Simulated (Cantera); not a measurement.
A perfectly stirred reactor is fed with CH₄ : CO : O₂ : N₂ : H₂O = 1 : 0.1 : 3.66 : 14.3 : 0.038 (molar parts), at 1.01 bar; it is adiabatic with a 550 K inlet, and is followed from long to short residence time, starting on the burning branch (τ in s: 0.22, 0.092, 0.038, 0.016, 0.0065, 0.0027, 0.0011, 0.00045, 0.00019, 7.7e-05, 3.2e-05, 1.3e-05).

Cantera simulation using GRI-Mech 3.0 (53 species, 325 reactions); the numbers are that mechanism's predictions, not measurements.

Question: Predict: blow-out, bracketed by the residence times tried; x(CH₄) at τ = 0.220 s; x(CO) at τ = 0.220 s; x(O₂) at τ = 0.220 s; x(CH₄) at τ = 1.10 ms; x(CO) at τ = 1.10 ms; x(O₂) at τ = 1.10 ms; x(CH₂CO) at τ = 1.10 ms; x(C₂H₄) at τ = 1.10 ms.

Answer: blow-out, bracketed by the residence times tried: burning at 0.190 ms, out at 77.0 µs
x(CH₄) at τ = 0.220 s: 6.16e-6
x(CO) at τ = 0.220 s: 0.000195
x(O₂) at τ = 0.220 s: 0.0844
x(CH₄) at τ = 1.10 ms: 0.000205
x(CO) at τ = 1.10 ms: 0.00616
x(O₂) at τ = 1.10 ms: 0.0866
x(CH₂CO) at τ = 1.10 ms: 4.75e-8
x(C₂H₄) at τ = 1.10 ms: 4.54e-8
